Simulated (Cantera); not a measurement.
A perfectly stirred reactor is fed with CH₄ : O₂ : N₂ : H₂O = 1 : 4.26 : 16 : 0.68 (molar parts), equivalence ratio 0.47, at 9.87 atm; it is adiabatic with a 400 K inlet, and is followed from long to short residence time, starting on the burning branch (τ in s: 0.12, 0.041, 0.014, 0.005, 0.0018, 0.00061, 0.00021, 7.4e-05, 2.6e-05).

Cantera simulation using GRI-Mech 3.0 (53 species, 325 reactions); the numbers are that mechanism's predictions, not measurements.

x: mole fraction; the columns are a selection and need not sum to one.

```json
[
 {"τ (s)": "0.12", "T (K)": "1462", "x CH₄": "4.57e-5", "x O₂": "0.103", "x H₂O": "0.122", "x N₂O": "(withheld)", "x HCN": "4.03e-10"},
 {"τ (s)": "0.041", "T (K)": "1455", "x CH₄": "0.000124", "x O₂": "0.104", "x H₂O": "0.122", "x N₂O": "(withheld)", "x HCN": "8.34e-10"},
 {"τ (s)": "0.014", "T (K)": "1434", "x CH₄": "0.000370", "x O₂": "0.105", "x H₂O": "0.121", "x N₂O": "(withheld)", "x HCN": "1.07e-9"},
 {"τ (s)": "0.0050", "T (K)": "400", "x CH₄": "0.0456", "x O₂": "0.194", "x H₂O": "0.0310", "x N₂O": "<1e-12", "x HCN": "<1e-12"},
 {"τ (s)": "0.0018", "T (K)": "400", "x CH₄": "0.0456", "x O₂": "0.194", "x H₂O": "0.0310", "x N₂O": "<1e-12", "x HCN": "<1e-12"},
 {"τ (s)": "0.00061", "T (K)": "400", "x CH₄": "0.0456", "x O₂": "0.194", "x H₂O": "0.0310", "x N₂O": "<1e-12", "x HCN": "<1e-12"},
 {"τ (s)": "0.00021", "T (K)": "400", "x CH₄": "0.0456", "x O₂": "0.194", "x H₂O": "0.0310", "x N₂O": "<1e-12", "x HCN": "<1e-12"},
 {"τ (s)": "7.4e-5", "T (K)": "400", "x CH₄": "0.0456", "x O₂": "0.194", "x H₂O": "0.0310", "x N₂O": "<1e-12", "x HCN": "<1e-12"},
 {"τ (s)": "2.6e-5", "T (K)": "400", "x CH₄": "0.0456", "x O₂": "0.194", "x H₂O": "0.0310", "x N₂O": "<1e-12", "x HCN": "<1e-12"}
]
```

**Question.** Fill in the missing entries.

**Answer.** 
- 0.12, x N₂O: 4.62e-7
- 0.041, x N₂O: 8.52e-7
- 0.014, x N₂O: 1.33e-6
